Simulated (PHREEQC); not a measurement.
# Reverse-osmosis permeate

Synthetic water in mmol/kgw, 25 °C, pH 6.39, pe 2.9:

| constituent | mmol/kgw |
|---|---|
| Na | 0.17 |
| K | 0.0039 |
| Ca | 0.0351 |
| Mg | 0.0174 |
| Cl | 0.0882 |
| S(6) | 0.0466 |
| Alkalinity (meq/kgw) | 0.152 |
| B | 0.000773 |

Valence states are taken as typed.

Equilibrium calculation in PHREEQC: ion-association model, phreeqc.dat.

This is a speciation only: nothing precipitates in the calculation.

Task: Estimate the charge-balance error.

Result: charge-balance error -8.9 %.

Task: In which forms is C present?

Result: HCO3- 53 %, CO2 47 % of the C.
